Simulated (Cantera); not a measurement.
CHF3 + HCl (fluorocarbon and chlorocarbon gases)

Feed: 1 mol CHF3, 1.1 mol HCl, at 10000 Pa.

Method: chemical equilibrium by Gibbs-energy minimisation in Cantera with the NASA 1993 tables (ideal gas, pure condensed phases). Candidate condensed phases: C, C6H6, C7H8, C8H18; 118 gas species. Gases not in the tables: C2F6 and larger saturated fluorocarbons. Kinetics and transport are ignored.

From 1277 °C to 1727 °C the condensed part is C(graphite). The main C-bearing gas is CF4 throughout. The share of C in condensed phases is highest at 1727 °C (73.8 %) and lowest at 1277 °C (66.8 %).

```csv
T (°C),x HF,x Cl,x HCl,x CF4,x Cl2,n C(graphite)
1277,0.587,0.0728,0.144,0.111,0.0809,0.668
1327,0.594,0.0956,0.125,0.105,0.0757,0.680
1377,0.598,0.121,0.108,0.0998,0.0684,0.691
1427,0.601,0.148,0.0922,0.0945,0.0596,0.702
1477,0.603,0.176,0.0775,0.0895,0.0501,0.712
1527,0.604,0.202,0.0643,0.0848,0.0407,0.720
1577,0.604,0.225,0.0528,0.0803,0.0321,0.727
1627,0.604,0.245,0.0429,0.0761,0.0246,0.733
1677,0.604,0.261,0.0347,0.0720,0.0185,0.736
1727,0.603,0.273,0.0281,0.0677,0.0137,0.738
```
x: gas mole fraction; n: condensed amount in mol.
